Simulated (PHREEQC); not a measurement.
Solution (25 °C): 130 mmol/kgw H2SO4, 83 mmol/kgw LiCl and 54 mmol/kgw MgSO4. Closed to the air; pH follows from the charge balance.

The numbers come from PHREEQC with the ion-association model, wateq4f.dat.

Precipitation was switched off in this run.

Order these S species by the share of S that they hold, largest first: MgSO4, SO4-2, LiSO4-, HSO4-.

HSO4- (68 %), SO4-2 (20 %), MgSO4 (11 %), LiSO4- (1.7 %)

The pH is 0.98 and the ionic strength 0.354 mol/kgw.
